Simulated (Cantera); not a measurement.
Cantera run:

```python
import numpy as np
import cantera as ct

gas_names = """
    H2S H NH3 N2
""".split()
cond_names = """
    NiS(b) NiS(a) NiS(L) NiS2(s) NiS2(L) Ni(cr) Ni(L)
""".split()


# ... load() reads the species with a 1 bar reference pressure and builds the phases ...
species = {s.name: s for s in load("nasa_gas.yaml", gas_names) + load("nasa_condensed.yaml", cond_names)}
# Each term lists the table entries of one substance; the one whose range holds T is used.
reactions = {
    'H2S(g) + NiS = 2 H(g) + NiS2':
        [(-1, ['H2S']), (-1, ['NiS(b)', 'NiS(a)', 'NiS(L)']), (2, ['H']), (1, ['NiS2(s)', 'NiS2(L)'])],
    '3 NiS + 2 NH3(g) = 3 Ni + 3 H2S(g) + N2(g)':
        [(-3, ['NiS(b)', 'NiS(a)', 'NiS(L)']), (-2, ['NH3']), (3, ['Ni(cr)', 'Ni(L)']), (3, ['H2S']), (1, ['N2'])],
}


def pick(names, T):
    return next(species[n] for n in names if species[n].thermo.min_temp <= T <= species[n].thermo.max_temp)


results = []
for label, terms in reactions.items():
    print(label)
    print("     T/K   dH/kJ  dS/(J/K)   dG/kJ   log10 K")
    for T in [2200, 2225, 2250, 2275, 2300, 2325]:
        used = [(nu, pick(names, T)) for nu, names in terms]
        dH = sum(nu * s.thermo.h(T) for nu, s in used) / 1e6
        dS = sum(nu * s.thermo.s(T) for nu, s in used) / 1e3
        dG = dH - T * dS / 1e3
        logK = -dG * 1e6 / (ct.gas_constant * T * np.log(10))
        results.append((label, T, dH, dS, dG, logK, [s.name for _, s in used]))
        print(f"{T:8g} {dH:8.1f} {dS:8.1f} {dG:8.1f} {logK:8.2f}")
```

Result:

```
H2S(g) + NiS = 2 H(g) + NiS2
     T/K   dH/kJ  dS/(J/K)   dG/kJ   log10 K
    2200    466.1     96.3    254.2    -6.04
    2225    466.1     96.3    251.8    -5.91
    2250    466.1     96.3    249.4    -5.79
    2275    466.1     96.3    247.0    -5.67
    2300    466.1     96.3    244.6    -5.55
    2325    466.1     96.3    242.2    -5.44
3 NiS + 2 NH3(g) = 3 Ni + 3 H2S(g) + N2(g)
     T/K   dH/kJ  dS/(J/K)   dG/kJ   log10 K
    2200    156.7    223.1   -334.1     7.93
    2225    155.2    222.4   -339.6     7.97
    2250    153.8    221.8   -345.2     8.01
    2275    152.3    221.1   -350.7     8.05
    2300    150.8    220.5   -356.2     8.09
    2325    149.4    219.8   -361.7     8.13
```

Source: NASA polynomial tables (part measured, part estimated), evaluated in Cantera. Condensed species are held in their standard states even where they would react or evaporate.
